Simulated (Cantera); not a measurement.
A perfectly stirred reactor is fed with CH4 : C2H6 : C3H8 : O2 : N2 : H2O = 1 : 0.044 : 0.065 : 4.06 : 28.9 : 8.8 (molar parts), equivalence ratio 0.61, at 7500 Torr; it is adiabatic with a 823 K inlet, and is followed from long to short residence time, starting on the burning branch (τ in s: 0.41, 0.1, 0.026, 0.0066, 0.0017, 0.00042, 0.00011, 2.7e-05, 6.7e-06).

Model: GRI-Mech 3.0 (53 species, 325 reactions), integrated in Cantera.

x: mole fraction; the columns are a selection and need not sum to one.

| τ (s) | T (K) | x CH4 | x C2H6 | x C3H8 | x N2O | x O2 | x HCO | x H2 |
|---|---|---|---|---|---|---|---|---|
| 0.41 | 1455 | 1.24e-5 | 7.47e-8 | 1.08e-7 | 1.11e-7 | 0.0369 | 3.85e-10 | 8.75e-6 |
| 0.10 | 1452 | 4.53e-5 | 3.62e-7 | 4.31e-7 | 2.00e-7 | 0.0371 | 1.61e-9 | 3.24e-5 |
| 0.026 | 1443 | 0.000151 | 1.82e-6 | 1.67e-6 | 3.99e-7 | 0.0378 | 6.56e-9 | 0.000113 |
| 0.0066 | 1397 | [?] | [?] | [?] | [?] | [?] | [?] | [?] |
| 0.0017 | 823 | 0.0233 | 0.00103 | 0.00152 | <1e-12 | 0.0947 | <1e-12 | <1e-12 |
| 0.00042 | 823 | 0.0233 | 0.00103 | 0.00152 | <1e-12 | 0.0947 | <1e-12 | <1e-12 |
| 0.00011 | 823 | 0.0233 | 0.00103 | 0.00152 | <1e-12 | 0.0947 | <1e-12 | <1e-12 |
| 2.7e-5 | 823 | 0.0233 | 0.00103 | 0.00152 | <1e-12 | 0.0947 | <1e-12 | <1e-12 |
| 6.7e-6 | 823 | 0.0233 | 0.00103 | 0.00152 | <1e-12 | 0.0947 | <1e-12 | <1e-12 |

Fill in the missing entries.


- 0.0066, x CH4: 0.000691
- 0.0066, x C2H6: 1.28e-5
- 0.0066, x C3H8: 9.41e-6
- 0.0066, x N2O: 5.30e-7
- 0.0066, x O2: 0.0412
- 0.0066, x HCO: 2.96e-8
- 0.0066, x H2: 0.000450
